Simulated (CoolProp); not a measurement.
Saturated liquid density (kg/m³) of R1233zd(E): the reference equation beside estimates from Tc = 438.9 K, pc = 3.583 MPa, ω = 0.304. Rackett uses Z = 0.29056 − 0.08775 ω.

Values from CoolProp's reference Helmholtz-energy equation of state, Akasaka 2022.

```json
[
 {"T (K)": "311.5", "reference": "1230", "Rackett": "1238", "van der Waals": "725.1", "Redlich-Kwong": "1049", "Soave-Redlich-Kwong": "1102", "Peng-Robinson": "1248"},
 {"T (K)": "317.3", "reference": "1215", "Rackett": "1222", "van der Waals": "716.4", "Redlich-Kwong": "1034", "Soave-Redlich-Kwong": "1087", "Peng-Robinson": "1232"},
 {"T (K)": "323.1", "reference": "1200", "Rackett": "1207", "van der Waals": "707.4", "Redlich-Kwong": "1018", "Soave-Redlich-Kwong": "1072", "Peng-Robinson": "1215"},
 {"T (K)": "328.9", "reference": "1185", "Rackett": "1191", "van der Waals": "698.2", "Redlich-Kwong": "1001", "Soave-Redlich-Kwong": "1056", "Peng-Robinson": "1197"},
 {"T (K)": "334.7", "reference": "1169", "Rackett": "1175", "van der Waals": "688.8", "Redlich-Kwong": "984.2", "Soave-Redlich-Kwong": "1039", "Peng-Robinson": "1179"},
 {"T (K)": "340.5", "reference": "1152", "Rackett": "1158", "van der Waals": "679.0", "Redlich-Kwong": "966.7", "Soave-Redlich-Kwong": "1022", "Peng-Robinson": "1159"},
 {"T (K)": "346.3", "reference": "1136", "Rackett": "1141", "van der Waals": "668.9", "Redlich-Kwong": "948.6", "Soave-Redlich-Kwong": "1004", "Peng-Robinson": "1139"},
 {"T (K)": "352.1", "reference": "1118", "Rackett": "1123", "van der Waals": "658.5", "Redlich-Kwong": "929.8", "Soave-Redlich-Kwong": "985.1", "Peng-Robinson": "1118"},
 {"T (K)": "357.8", "reference": "1101", "Rackett": "1105", "van der Waals": "647.9", "Redlich-Kwong": "910.7", "Soave-Redlich-Kwong": "965.7", "Peng-Robinson": "1096"},
 {"T (K)": "363.6", "reference": "1082", "Rackett": "1086", "van der Waals": "636.7", "Redlich-Kwong": "890.5", "Soave-Redlich-Kwong": "945.1", "Peng-Robinson": "1073"},
 {"T (K)": "369.4", "reference": "1063", "Rackett": "1066", "van der Waals": "625.0", "Redlich-Kwong": "869.5", "Soave-Redlich-Kwong": "923.3", "Peng-Robinson": "1048"},
 {"T (K)": "375.2", "reference": "1042", "Rackett": "1046", "van der Waals": "612.8", "Redlich-Kwong": "847.5", "Soave-Redlich-Kwong": "900.5", "Peng-Robinson": "1022"},
 {"T (K)": "381", "reference": "1021", "Rackett": "1025", "van der Waals": "600.1", "Redlich-Kwong": "824.5", "Soave-Redlich-Kwong": "876.3", "Peng-Robinson": "994.3"}
]
```

Absolute difference from the reference over all 13 rows, mean and median: Rackett 0.5 and 0.4 %, van der Waals 41.1 and 41.1 %, Redlich-Kwong 16.7 and 16.5 %, Soave-Redlich-Kwong 11.9 and 11.6 %, Peng-Robinson 1.1 and 1.0 %.
